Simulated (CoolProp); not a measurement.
Propylene at 298.15 K and 12.4 MPa flows at 0.18 m/s in a round tube of 100 mm bore and 45 µm roughness, fully developed (64/Re and Nu = 3.66 if laminar; Colebrook and Gnielinski if turbulent). Each further row changes one setting.

Computed with CoolProp (reference Helmholtz-energy equation of state, Lemmon 2013).

```
case               Reynolds number  Darcy friction factor  pressure drop (Pa/m)  heat-transfer coefficient (W/(m² K))  mass flow (kg/h)
-----------------  ---------------  ---------------------  --------------------  ------------------------------------  ----------------
as stated                    85700                 0.0206                  1.78                                   408              2730
velocity 0.36 m/s           171000                 0.0189                  6.54                                   764              5450
diameter 200 mm             171000                 0.0176                 0.765                                   361             10900
```

Viscosity comes from a separate model (Huber 2003), an estimate that may be off by 10 % or more. Thermal conductivity comes from a separate model (Huber 2003), an estimate that may be off by 10 % or more.
